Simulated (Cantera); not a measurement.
Input (Python, Cantera) and output of one run.

```python
import numpy as np
import cantera as ct

gas_names = [...]  # 95 gases of nasa_gas.yaml made of C, F, H
cond_names = """
    C(gr) C6H6(L) C7H8(L) C8H18(L),n-octa
""".split()


# ... load() reads the species with a 1 bar reference pressure and builds the phases ...
atoms = {
    'CH2F2': {'C': 1, 'H': 2, 'F': 2},
    'H2': {'H': 2},
}
top_T = {'C(gr)': 4500}  # K; cautious upper limits of use, not melting points


# ... equilibrate(T, P, feed) seeds the gas with the atoms and calls Mixture.equilibrate('TP', solver="vcs", rtol=1e-11, max_steps=5000) ...
results = []
feed = {'CH2F2': 1, 'H2': 0.065}  # mol
T = 675  # K
P = 40  # Pa
mix = equilibrate(T, P, feed)
results.append((T, P, feed, dict(zip(mix.species_names, mix.species_moles))))
x = sorted(zip(gas.X, gas.species_names), reverse=True)
print(f"T = {T:g} K  P = {P:g} Pa  gas = {mix.phase_moles(0):.4g} mol")
print("   x: " + "  ".join(f"{s} {v:.3e}" for v, s in x if v > 0.001))
print("   condensed (mol): " + ("  ".join(f"{mix.phase(i).name} {mix.phase_moles(i):.4g}"
      for i in range(1, mix.n_phases) if mix.phase_moles(i) > 1e-12) or "none"))
```

It prints:

```
T = 675 K  P = 40 Pa  gas = 2.065 mol
   x: HF 9.685e-01  H2 3.147e-02
   condensed (mol): C(gr) 1
```

These are equilibrium values from Cantera (NASA tables, ideal gas, pure condensed phases), not measurements of a reactor.
